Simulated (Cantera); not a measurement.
What does this Cantera script print?

```python
import numpy as np
import cantera as ct

gas_names = """
    CL CL2 H HCL H2 Si SiCL SiCL2 SiCL3 SiCL4 SiH SiHCL3 SiH2 SiH2CL2 SiH3 SiH3CL SiH4 Si2 Si3
""".split()
cond_names = """
    Si(cr) Si(L)
""".split()


# ... load() reads the species with a 1 bar reference pressure and builds the phases ...
atoms = {
    'SiHCl3': {'Si': 1, 'H': 1, 'CL': 3},
    'Cl2': {'CL': 2},
    'H2': {'H': 2},
}
top_T = {}  # K; cautious upper limits of use, not melting points


# ... equilibrate(T, P, feed) seeds the gas with the atoms and calls Mixture.equilibrate('TP', solver="vcs", rtol=1e-11, max_steps=5000) ...
results = []
T = 875  # K
P = 100000  # Pa
for m in [0.06, 0.081, 0.11, 0.14, 0.19, 0.26, 0.35, 0.46]:
    feed = {'SiHCl3': 1, 'Cl2': m, 'H2': 340}  # mol
    mix = equilibrate(T, P, feed)
    results.append((T, P, feed, dict(zip(mix.species_names, mix.species_moles))))

top = {s: max(r[3][s] / sum(r[3][g] for g in gas_names) for r in results) for s in gas_names}
cols = sorted((s for s in top if top[s] > 1e-05), key=lambda s: -top[s])[:7]
seen = [c for c in cond_names if any(r[3].get(c, 0) > 1e-12 for r in results)]
print("log10 of partial pressures in bar; condensed amounts in mol")
print(f"{'n(Cl2)':>10s}" + "".join(f"{s[:9]:>10s}" for s in cols + seen))
for T, P, feed, n in results:
    ng = sum(n[g] for g in gas_names)
    print(f"{feed['Cl2']:10.4g}" + "".join(f"{np.log10(max(n[s] / ng * P / 1e5, 1e-99)):10.3f}" for s in cols)
          + "".join(f"{n.get(c, 0):10.4g}" for c in seen))
```

It prints:

```
log10 of partial pressures in bar; condensed amounts in mol
    n(Cl2)        H2    SiHCL3       HCL     SiCL4   SiH2CL2    SiH3CL    Si(cr)
      0.06    -0.002    -2.818    -2.980    -3.136    -3.538    -4.877     0.126
     0.081    -0.002    -2.812    -2.978    -3.128    -3.534    -4.875    0.1137
      0.11    -0.002    -2.804    -2.975    -3.118    -3.529    -4.873   0.09677
      0.14    -0.002    -2.796    -2.973    -3.107    -3.524    -4.870   0.07921
      0.19    -0.002    -2.783    -2.969    -3.090    -3.515    -4.866   0.04994
      0.26    -0.002    -2.766    -2.963    -3.067    -3.504    -4.860  0.008988
      0.35    -0.002    -2.780    -2.880    -2.998    -3.600    -5.039         0
      0.46    -0.002    -2.812    -2.772    -2.922    -3.741    -5.289         0
```

These are equilibrium values from Cantera (NASA tables, ideal gas, pure condensed phases), not measurements of a reactor.
